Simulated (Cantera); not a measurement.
Equilibrium for silicon epitaxy and polysilicon growth: SiHCl3 + H2 + Cl2

Input: 1 mol SiHCl3, 5.6 mol H2, 0.64 mol Cl2, at 1.33 mbar.

Equilibrium computed with Cantera from the NASA thermochemical tables; the gas is ideal and each condensed phase is pure. Candidate condensed phases: Si; 19 gas species. The tables' values for SiCl3, SiCl are old estimates; treat these amounts as uncertain. The numbers say what is thermodynamically allowed, not how fast it happens.

```json
[
 {"T (K)": "1150", "log p H2": "-3.02", "log p HCl": "-3.68", "log p SiCl2": "-4.18", "log p SiCl4": "-4.10", "log p SiCl3": "-4.66"},
 {"T (K)": "1200", "log p H2": "-3.04", "log p HCl": "-3.58", "log p SiCl2": "-4.03", "log p SiCl4": "-4.31", "log p SiCl3": "-4.64"},
 {"T (K)": "1250", "log p H2": "-3.06", "log p HCl": "-3.52", "log p SiCl2": "-3.93", "log p SiCl4": "-4.57", "log p SiCl3": "-4.68"},
 {"T (K)": "1300", "log p H2": "-3.08", "log p HCl": "-3.48", "log p SiCl2": "-3.87", "log p SiCl4": "-4.89", "log p SiCl3": "-4.77"},
 {"T (K)": "1350", "log p H2": "-3.09", "log p HCl": "-3.46", "log p SiCl2": "-3.84", "log p SiCl4": "-5.25", "log p SiCl3": "-4.89"},
 {"T (K)": "1400", "log p H2": "-3.09", "log p HCl": "-3.45", "log p SiCl2": "-3.82", "log p SiCl4": "-5.61", "log p SiCl3": "-5.03"},
 {"T (K)": "1450", "log p H2": "-3.09", "log p HCl": "-3.44", "log p SiCl2": "-3.81", "log p SiCl4": "-5.96", "log p SiCl3": "-5.17"}
]
```
log p: log10 of the partial pressure in bar; nothing condenses.

From 1150 K to 1450 K nothing is condensed. The main Si-bearing gas is SiCl4 at 1150 K and SiCl2 at 1450 K.
